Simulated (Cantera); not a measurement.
Charge: 1 mol SiC, 3.2 mol H2O, 13 mol H2, equilibrated at 13.3 mbar.

Equilibrium computed with Cantera from the NASA thermochemical tables; the gas is ideal and each condensed phase is pure. Candidate condensed phases: C, C6H6, C7H8, C8H18, H2O, Si, SiC, SiO2; 123 gas species. The tables hold silica as quartz up to 1696 K and as liquid above; real silica turns to tridymite and cristobalite and melts near 1996 K. The numbers say what is thermodynamically allowed, not how fast it happens.

Over these rows the condensed part is SiO2(β-quartz). Partial pressures as log10 of bar:

| T (K) | 1000/T (1/K) | log p SiO | log p H2 | log p CO | log p H2O |
|---|---|---|---|---|---|
| 1548 | 0.6460 | -6.27 | -1.91 | -3.11 | -3.82 |
| 1573 | 0.6357 | ? | -1.91 | -3.11 | -3.82 |
| 1598 | 0.6258 | -5.71 | -1.91 | -3.11 | -3.81 |
| 1623 | 0.6161 | -5.44 | -1.91 | -3.11 | -3.81 |
| 1648 | 0.6068 | -5.19 | -1.91 | -3.11 | -3.80 |
| 1673 | 0.5977 | -4.94 | -1.91 | -3.11 | -3.79 |

Question: Fit log p(SiO) = a + b·(1000/T) to the five rows, give the apparent enthalpy, and predict the row at 1573 K.

Answer: Means: 1000/T = 0.6185, log p = -5.510. Sxy = -0.038128, Sxx = 0.0013848, so b = -27.53 and a = -5.510 − (-27.53)×0.6185 = 11.52.
Apparent enthalpy: −19.145 × (-27.53) = 527 kJ/mol. With the condensed phases at unit activity, SiO2(β-quartz) + H2(g) = SiO(g) + H2O(g) links this pressure to the main gases: over the six rows their terms move log p by -0.03 in all, so the slope is close to that reaction's ΔH°. The five rows lie within 0.01 of the line.
Prediction at 1573 K: 11.52 + (-27.53)×0.6357 = -5.98. The computed value is -5.98, 0.00 from the line.
